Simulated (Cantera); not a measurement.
Input: 1 mol HMDSO, 2.3 mol NO, 0.29 mol H2, held at 2098.15 K and 135 Torr.

Method: chemical equilibrium by Gibbs-energy minimisation in Cantera with the NASA 1993 tables (ideal gas, pure condensed phases). Candidate condensed phases: C, C6H6, C7H8, C8H18, H2O, Si, SiC, SiO2, Si2N2O, Si3N4; 151 gas species. The feed counts by its element totals alone. Rates play no part.

Q: What is the equilibrium state?

A: 
- x(H2): 0.667
- x(CO): 0.237
- x(N2): 0.0808
- x(H): 0.00593
- x(HCN): 0.00495
- x(SiO): 0.00274
- x(C2H2 (acetylene)): 0.000954
- x(HNC): 0.000333
- x(Si): 5.63e-5
- n(C(graphite)): 0.677 mol
- n(SiC(s)): 1.96 mol
- gas amount: 13.78 mol
- log10 activity of Si(l) (absent): -1.11
